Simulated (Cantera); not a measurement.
Input (Python, Cantera) and output of one run.

```python
import numpy as np
import cantera as ct

gas_names = """
    C2H6 H H2O
""".split()
cond_names = """
    Ta2O5(s) Ta2O5(L) TaC(s) TaC(L)
""".split()


# ... load() reads the species with a 1 bar reference pressure and builds the phases ...
species = {s.name: s for s in load("nasa_gas.yaml", gas_names) + load("nasa_condensed.yaml", cond_names)}
# Each term lists the table entries of one substance; the one whose range holds T is used.
reactions = {
    'Ta2O5 + C2H6(g) + 4 H(g) = 2 TaC + 5 H2O(g)':
        [(-1, ['Ta2O5(s)', 'Ta2O5(L)']), (-1, ['C2H6']), (-4, ['H']), (2, ['TaC(s)', 'TaC(L)']), (5, ['H2O'])],
}


def pick(names, T):
    return next(species[n] for n in names if species[n].thermo.min_temp <= T <= species[n].thermo.max_temp)


results = []
for label, terms in reactions.items():
    print(label)
    print("     T/K   dH/kJ  dS/(J/K)   dG/kJ   log10 K")
    for T in [1448, 1548, 1648, 1748, 1848, 1948, 2048, 2148, 2248, 2348, 2448]:
        used = [(nu, pick(names, T)) for nu, names in terms]
        dH = sum(nu * s.thermo.h(T) for nu, s in used) / 1e6
        dS = sum(nu * s.thermo.s(T) for nu, s in used) / 1e3
        dG = dH - T * dS / 1e3
        logK = -dG * 1e6 / (ct.gas_constant * T * np.log(10))
        results.append((label, T, dH, dS, dG, logK, [s.name for _, s in used]))
        print(f"{T:8g} {dH:8.1f} {dS:8.1f} {dG:8.1f} {logK:8.2f}")
```

Output:

```
Ta2O5 + C2H6(g) + 4 H(g) = 2 TaC + 5 H2O(g)
     T/K   dH/kJ  dS/(J/K)   dG/kJ   log10 K
    1448   -317.6    100.6   -463.2    16.71
    1548   -324.9     95.7   -473.0    15.96
    1648   -332.1     91.2   -482.4    15.29
    1748   -339.1     87.1   -491.3    14.68
    1848   -345.8     83.3   -499.8    14.13
    1948   -352.4     79.8   -507.9    13.62
    2048   -358.7     76.7   -515.8    13.15
    2148   -488.8     13.6   -517.9    12.59
    2248   -498.9      9.0   -519.1    12.06
    2348   -508.7      4.7   -519.7    11.56
    2448   -518.2      0.7   -520.0    11.10
```

Source: NASA polynomial tables (part measured, part estimated), evaluated in Cantera. TaC: taken at fixed stoichiometry. Condensed species are held in their standard states even where they would react or evaporate.
